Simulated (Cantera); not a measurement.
Cantera run, input and output.

```python
import numpy as np
import cantera as ct

gas = ct.Solution("h2o2.yaml")
gas.TPX = 1375, 15000, {'H2': 0.59, 'O2': 1, 'N2': 0.5}
reactor = ct.IdealGasConstPressureReactor(gas, energy="off", clone=False)
net = ct.ReactorNet([reactor])
net.rtol, net.atol = 1e-08, 1e-18
show = ['H2', 'O2', 'H2O2', 'H', 'HO2']
times = np.geomspace(4e-05, 20, 14)

steps = ct.SolutionArray(gas, extra=["t"])
rows = []
print(f"{'t/s':>10s}{'T/K':>9s}{'P/Pa':>11s}" + "".join(f"{s:>11s}" for s in show))
for t in times:
    while net.time < t:
        t_next = net.step()
        steps.append(gas.state, t=t_next)
    rows.append([np.interp(t, steps.t, y) for y in (steps.T, steps.P, *steps(*show).X.T)])
    print(f"{t:10.3e}{rows[-1][0]:9.1f}{rows[-1][1]:11.4g}" + "".join(f"{x:11.3e}" for x in rows[-1][2:]))
rate = np.gradient(steps.T, steps.t)
print("integrator steps:", len(steps.t))
if steps.T.max() > steps.T[0] + 200:
    print(f"time of steepest temperature rise: {steps.t[rate.argmax()]:.4e} s")
gas.TPX = 1375, 15000, {'H2': 0.59, 'O2': 1, 'N2': 0.5}
gas.equilibrate("TP")
print(f"equilibrium (TP): T = {gas.T:.1f} K  " + "  ".join(f"{s} {gas[s].X[0]:.3e}" for s in show))
```

It prints:

```
       t/s      T/K       P/Pa         H2         O2       H2O2          H        HO2
 4.000e-05   1375.0    1.5e+04  2.796e-01  4.771e-01  6.689e-08  1.342e-03  1.167e-05
 1.098e-04   1375.0    1.5e+04  2.150e-02  3.469e-01  2.831e-06  8.025e-02  4.977e-05
 3.012e-04   1375.0    1.5e+04  9.410e-03  3.752e-01  3.199e-06  1.805e-02  5.590e-05
 8.264e-04   1375.0    1.5e+04  1.320e-03  3.896e-01  1.574e-06  8.233e-04  2.957e-05
 2.268e-03   1375.0    1.5e+04  1.457e-04  3.921e-01  4.962e-07  3.063e-05  6.322e-06
 6.223e-03   1375.0    1.5e+04  2.371e-05  3.925e-01  1.625e-07  2.168e-06  1.335e-06
 1.707e-02   1375.0    1.5e+04  5.450e-06  3.926e-01  5.724e-08  2.539e-07  3.751e-07
 4.685e-02   1375.0    1.5e+04  1.585e-06  3.927e-01  2.172e-08  4.141e-08  1.632e-07
 1.286e-01   1375.0    1.5e+04  6.157e-07  3.927e-01  1.017e-08  1.026e-08  1.297e-07
 3.528e-01   1375.0    1.5e+04  4.252e-07  3.927e-01  7.648e-09  5.922e-09  1.321e-07
 9.680e-01   1375.0    1.5e+04  4.169e-07  3.927e-01  7.536e-09  5.751e-09  1.324e-07
 2.656e+00   1375.0    1.5e+04  4.169e-07  3.927e-01  7.536e-09  5.751e-09  1.324e-07
 7.289e+00   1375.0    1.5e+04  4.169e-07  3.927e-01  7.536e-09  5.751e-09  1.324e-07
 2.000e+01   1375.0    1.5e+04  4.169e-07  3.927e-01  7.536e-09  5.751e-09  1.324e-07
integrator steps: 1875
equilibrium (TP): T = 1375.0 K  H2 4.169e-07  O2 3.927e-01  H2O2 7.536e-09  H 5.751e-09  HO2 1.324e-07
```

Detailed kinetics in Cantera: the H2/O2 subset of GRI-Mech 3.0, which has no nitrogen chemistry. The temperature is held fixed by assumption; the heat of reaction is taken as removed at once.
